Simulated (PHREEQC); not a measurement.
A solution holds 0.0023 mol CsOH, 0.00019 mol H4SiO4 and 0.0057 mol Na2CO3 per kg of water, at 25 °C. Closed to the air; pH follows from the charge balance.

The numbers come from PHREEQC with the ion-association model, wateq4f.dat.

No solid was allowed to form.

Task: Estimate the pH, ionic strength.

Result: pH 11.33; ionic strength 0.0179 mol/kgw.

Task: In which forms is Na present?

Result: Na+ 95 %, NaCO3- 5.1 % of the Na.

Complexes and solids missing from the database can't appear.
